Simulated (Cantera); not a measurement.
A closed system holds: 1 mol SiHCl3, 0.3 mol HCl, 710 mol H2, held at 1875 K and 1.00 mbar.

Cantera equilibrium calculation (NASA polynomials, part measured and part estimated; ideal gas, pure solids and liquids). Candidate condensed phases: Si; 19 gas species. The tables' values for SiCl are old estimates; treat these amounts as uncertain. The numbers say what is thermodynamically allowed, not how fast it happens.

Base state: H2 0.974, H 0.0205, HCl 0.00448, Si 0.00132, Cl 7.13e-5, SiH 3.82e-5, SiCl 1.07e-5 (mole fractions); condensed: gas only.

Question: What changes in the equilibrium state with this change: H2 from 710 to 28 mol?

Answer: 
```
species      before    after
----------  -------  -------
H2            0.974    0.881
HCl         0.00448   0.0717
H            0.0205   0.0195
SiCl2       8.40e-6   0.0163
SiCl3         <1e-9  1.45e-5
Si3         4.81e-8  1.55e-5
SiCl        1.07e-5  0.00124
Si2         1.44e-6  6.80e-5
Si(l), mol        0    0.163
```
The tables' values for SiCl, SiCl3 are old estimates; treat these amounts as uncertain. Gases not in the tables: Si2H6 and higher silanes.
